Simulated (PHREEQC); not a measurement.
Consider water at 25 °C with 18 mmol/kgw K2SiO3 and 4.8 mmol/kgw HNO3. Closed to the air; pH follows from the charge balance.

The numbers come from PHREEQC with the ion-association model, phreeqc.dat.

```yaml
pH: 11.98
ionic_strength: 0.0377 mol/kgw
total_alkalinity: 31.2 meq/kg
```

```csv
species,molality,activity,log γ
K+,0.0360,0.0299,-0.080
H3SiO4-,0.0162,0.0135,-0.079
OH-,0.0116,0.00961,-0.081
NO3-,0.00480,0.00396,-0.083
H2SiO4-2,0.00172,0.000872,-0.295
H4SiO4,9.55e-5,9.63e-5,0.004
```

This is a speciation only: nothing precipitates in the calculation.
